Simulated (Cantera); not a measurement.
A Cantera script and what it prints.

```python
import numpy as np
import cantera as ct

gas_names = """
    Cu CuF CuF2 Cu2 F F2 H HF H2 H2F2 H3F3 H4F4 H5F5 H6F6 H7F7 N NF NF2 NF3 NH NH2 NH3 N2 N2H2 N2H4
""".split()
cond_names = """
    Cu(cr) Cu(L) CuF2(s) CuF2(L)
""".split()


# ... load() reads the species with a 1 bar reference pressure and builds the phases ...
atoms = {
    'Cu': {'Cu': 1},
    'HF': {'H': 1, 'F': 1},
    'N2': {'N': 2},
}
top_T = {}  # K; cautious upper limits of use, not melting points


# ... equilibrate(T, P, feed) seeds the gas with the atoms and calls Mixture.equilibrate('TP', solver="vcs", rtol=1e-11, max_steps=5000) ...
results = []
feed = {'Cu': 1, 'HF': 2.1, 'N2': 0.27}  # mol
P = 7.6  # Pa
for T in [1098, 1123, 1148, 1173, 1198, 1223, 1248, 1273, 1298, 1323]:
    mix = equilibrate(T, P, feed)
    results.append((T, P, feed, dict(zip(mix.species_names, mix.species_moles))))

top = {s: max(r[3][s] / sum(r[3][g] for g in gas_names) for r in results) for s in gas_names}
cols = sorted((s for s in top if top[s] > 0.0001), key=lambda s: -top[s])[:6]
seen = [c for c in cond_names if any(r[3].get(c, 0) > 1e-12 for r in results)]
print("log10 of partial pressures in bar; condensed amounts in mol")
print(f"{'T/K':>10s}" + "".join(f"{s[:9]:>10s}" for s in cols + seen))
for T, P, feed, n in results:
    ng = sum(n[g] for g in gas_names)
    print(f"{T:10.4g}" + "".join(f"{np.log10(max(n[s] / ng * P / 1e5, 1e-99)):10.3f}" for s in cols)
          + "".join(f"{n.get(c, 0):10.4g}" for c in seen))
```

It prints:

```
log10 of partial pressures in bar; condensed amounts in mol
       T/K        HF        N2        Cu       CuF        H2    Cu(cr)
      1098    -4.172    -5.063    -9.254    -8.072    -8.373    0.9997
      1123    -4.172    -5.063    -8.902    -7.892    -8.193    0.9996
      1148    -4.172    -5.063    -8.565    -7.719    -8.020    0.9993
      1173    -4.172    -5.063    -8.243    -7.554    -7.856     0.999
      1198    -4.172    -5.063    -7.935    -7.396    -7.698    0.9984
      1223    -4.172    -5.063    -7.639    -7.245    -7.547    0.9975
      1248    -4.173    -5.063    -7.356    -7.100    -7.402    0.9961
      1273    -4.173    -5.063    -7.084    -6.961    -7.263     0.994
      1298    -4.174    -5.064    -6.822    -6.828    -7.129    0.9906
      1323    -4.175    -5.065    -6.571    -6.700    -7.002    0.9853
```

Method: chemical equilibrium by Gibbs-energy minimisation in Cantera with the NASA 1993 tables (ideal gas, pure condensed phases).
